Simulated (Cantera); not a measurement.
Premixed flame

A freely propagating, adiabatic, planar premixed flame of 46.3 % H2, 10.5 % O2, 43.2 % N2, equivalence ratio 2.2, unburnt at 550 K and 500000 Pa; mixture-averaged transport, grid criteria slope 0.08 and curve 0.16, no radiation.

Model: the H2/O2 subset of GRI-Mech 3.0, which has no nitrogen chemistry, integrated in Cantera. The hydrogen kinetics of GRI-Mech 3.0 are dated; newer H2 mechanisms differ, most at raised pressure. Burning velocities carry a grid error of a few per cent, more on coarse grids.

```
z (mm)   T (K)  u (m/s)   x H2      x O2      x OH       x H       x O    x H2O
-------  -----  -------  -----  --------  --------  --------  --------  -------
-0.170     550     6.95  0.463     0.105     <1e-8     <1e-8     <1e-8    <1e-8
-0.114     550     6.95  0.463     0.105     <1e-8     <1e-8     <1e-8  1.45e-8
-0.0852    550     6.95  0.463     0.105     <1e-8     <1e-8     <1e-8  3.26e-7
-0.0568    551     6.96  0.463     0.105     <1e-8     <1e-8   3.45e-8  7.29e-6
-0.0284    617     7.67  0.451     0.106   7.82e-5  0.000132   1.39e-5  0.00272
-0.0142    907     10.9  0.415    0.0969  0.000757   0.00424  0.000239   0.0298
0         1291     15.2  0.353    0.0688   0.00149    0.0203   0.00126   0.0927
0.0142    1563     18.2  0.295    0.0325   0.00249    0.0387   0.00172    0.163
0.0284    1706     19.8  0.266    0.0117   0.00281    0.0465   0.00111    0.203
0.0568    1826     21.1  0.256   0.00150   0.00279    0.0438  0.000450    0.224
0.114     1921     22.1  0.261  0.000148   0.00248    0.0331  0.000239    0.229
0.227     2003     22.9  0.267   4.57e-5   0.00191    0.0221  0.000115    0.231
0.454     2063     23.5  0.273   1.86e-5   0.00130    0.0136   4.69e-5    0.233
```
x: mole fraction of selected species; z is measured from the peak of heat release.

The laminar burning velocity is 695 cm/s and the thermal thickness is 0.0568 mm. The peak x(OH) comes out as 0.00283 and the peak x(H) comes out as 0.0471. The peak x(O) is 0.00176. The grid points is 113.
